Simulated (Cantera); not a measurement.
Charge: 1 mol c-C4F8, 0.036 mol HCl, 0.27 mol H2, 0.025 mol Si, equilibrated at 1698 K and 0.240 Torr.

Method: chemical equilibrium by Gibbs-energy minimisation in Cantera with the NASA 1993 tables (ideal gas, pure condensed phases). Candidate condensed phases: C, C6H6, C7H8, C8H18, Si, SiC; 143 gas species. The feed counts by its element totals alone. Gases not in the tables: C2F6 and larger saturated fluorocarbons. Kinetics and transport are ignored.

Problem. What is the equilibrium state?

Solution. 
| Item | Result |
|---|---|
| x(CF4) | 0.705 |
| x(HF) | 0.228 |
| x(CF2) | 0.0271 |
| x(F) | 0.0146 |
| x(Cl) | 0.0142 |
| x(SiF4) | 0.00988 |
| x(CF3) | 0.00150 |
| x(HCl) | 2.76e-5 |
| x(CClF3) | 1.85e-5 |
| n(C(graphite)) | 2.14 mol |
| gas amount | 2.531 mol |
| log10 activity of Si(l) (absent) | -23.24 |
